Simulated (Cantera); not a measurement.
A Cantera script and what it prints.

```python
import numpy as np
import cantera as ct

gas_names = [...]  # 123 gases of nasa_gas.yaml made of C, H, O, Si
cond_names = """
    C(gr) C6H6(L) C7H8(L) C8H18(L),n-octa H2O(s) H2O(L) Si(cr) Si(L) SiC(b) SiO2(Lqz) SiO2(hqz) SiO2(L)
""".split()


# ... load() reads the species with a 1 bar reference pressure and builds the phases ...
atoms = {
    'SiC': {'Si': 1, 'C': 1},
    'O2': {'O': 2},
    'H2': {'H': 2},
}
top_T = {'C(gr)': 4500, 'SiC(b)': 3050}  # K; cautious upper limits of use, not melting points


# ... equilibrate(T, P, feed) seeds the gas with the atoms and calls Mixture.equilibrate('TP', solver="vcs", rtol=1e-11, max_steps=5000) ...
results = []
feed = {'SiC': 1, 'O2': 1.1, 'H2': 1.5}  # mol
P = 1000  # Pa
for T in [1050, 1100, 1150, 1200, 1250, 1300, 1350, 1400]:
    mix = equilibrate(T, P, feed)
    results.append((T, P, feed, dict(zip(mix.species_names, mix.species_moles))))

top = {s: max(r[3][s] / sum(r[3][g] for g in gas_names) for r in results) for s in gas_names}
cols = sorted((s for s in top if top[s] > 1e-05), key=lambda s: -top[s])[:8]
seen = [c for c in cond_names if any(r[3].get(c, 0) > 1e-12 for r in results)]
print("log10 of partial pressures in bar; condensed amounts in mol")
print(f"{'T/K':>10s}" + "".join(f"{s[:9]:>10s}" for s in cols + seen))
for T, P, feed, n in results:
    ng = sum(n[g] for g in gas_names)
    print(f"{T:10.4g}" + "".join(f"{np.log10(max(n[s] / ng * P / 1e5, 1e-99)):10.3f}" for s in cols)
          + "".join(f"{n.get(c, 0):10.4g}" for c in seen))
```

Result:

```
log10 of partial pressures in bar; condensed amounts in mol
       T/K        H2        CO       SiO       CH4       H2O         H       CO2     C(gr)    SiC(b) SiO2(hqz)
      1050    -2.055    -2.930   -13.252    -5.351    -5.726    -9.118    -6.530    0.7996         0         1
      1100    -2.055    -2.930   -11.700    -5.554    -6.033    -8.615    -6.914    0.7997         0         1
      1150    -2.054    -2.930   -10.286    -5.740    -6.313    -8.154    -7.263    0.7998         0         1
      1200    -2.054    -2.929    -8.992    -5.910    -6.570    -7.732    -7.582    0.7998         0         1
      1250    -2.054    -2.929    -7.803    -6.068    -6.806    -7.343    -7.876    0.7999         0         1
      1300    -2.054    -2.929    -6.707    -6.213    -7.024    -6.983    -8.145    0.7999         0         1
      1350    -2.074    -2.806    -5.818    -6.387    -7.122    -6.660    -8.148    0.6834   0.03874     0.961
      1400    -2.173    -2.484    -5.263    -6.773    -7.024    -6.400    -7.671         0    0.2663    0.7325
```

Method: chemical equilibrium by Gibbs-energy minimisation in Cantera with the NASA 1993 tables (ideal gas, pure condensed phases). Mutual solubility and eutectic melting of coexisting phases are not modelled. The tables hold silica as quartz up to 1696 K and as liquid above; real silica turns to tridymite and cristobalite and melts near 1996 K.
